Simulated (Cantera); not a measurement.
What does this Cantera script print?

```python
import numpy as np
import cantera as ct

gas_names = """
    C CN CO CO2 C2 CCN CNC C2N2 C2O C3 C3O2 C4 C4N2 C5 N NCO NO NO2 NO3 N2 N2O O O2 O3 Pb PbO Pb2
""".split()
cond_names = """
    C(gr) Pb(cr) Pb(L) PbO(rd) PbO(yw) PbO(L) PbO2(s) Pb3O4(s)
""".split()


# ... load() reads the species with a 1 bar reference pressure and builds the phases ...
atoms = {
    'PbO': {'Pb': 1, 'O': 1},
    'C': {'C': 1},
    'N2': {'N': 2},
}
top_T = {'C(gr)': 4500, 'Pb3O4(s)': 820}  # K; cautious upper limits of use, not melting points


# ... equilibrate(T, P, feed) seeds the gas with the atoms and calls Mixture.equilibrate('TP', solver="vcs", rtol=1e-11, max_steps=5000) ...
results = []
feed = {'PbO': 1, 'C': 0.59, 'N2': 2.9}  # mol
T = 2373.15  # K
P = 34  # Pa
mix = equilibrate(T, P, feed)
results.append((T, P, feed, dict(zip(mix.species_names, mix.species_moles))))
print(gas.report(threshold=1e-06))
for i in range(1, mix.n_phases):
    print(f"{mix.phase(i).name:16s} {mix.phase_moles(i):12.5e} mol")
```

Output:

```
       temperature   2373.2 K
          pressure   34 Pa
           density   0.00011262 kg/m^3
  mean mol. weight   65.356 kg/kmol
   phase of matter   gas

                          1 kg             1 kmol
                     ---------------   ---------------
          enthalpy        1.5194e+06          9.93e+07  J
   internal energy        1.2175e+06        7.9569e+07  J
           entropy            4985.8        3.2585e+05  J/K
    Gibbs function       -1.0313e+07         -6.74e+08  J
 heat capacity c_p            527.21             34457  J/K
 heat capacity c_v               400             26142  J/K

                      mass frac. Y      mole frac. X     chem. pot. / RT
                     ---------------   ---------------   ---------------
                CO          0.047766           0.11145           -44.082
               CO2         0.0083001          0.012326           -64.986
                 N         7.677e-07        3.5821e-06           -18.009
                NO         0.0017392         0.0037882           -38.914
                N2           0.25997           0.60651           -36.018
                 O           0.01084          0.044283           -20.905
                O2            0.0058          0.011846           -41.809
                Pb           0.65901           0.20787           -23.789
               PbO         0.0065743         0.0019251           -44.694
     [  +18 minor]        2.5597e-07        5.8588e-08

C(gr)             0.00000e+00 mol
Pb(L)             0.00000e+00 mol
PbO(L)            0.00000e+00 mol
```

Cantera equilibrium calculation (NASA polynomials, part measured and part estimated; ideal gas, pure solids and liquids).
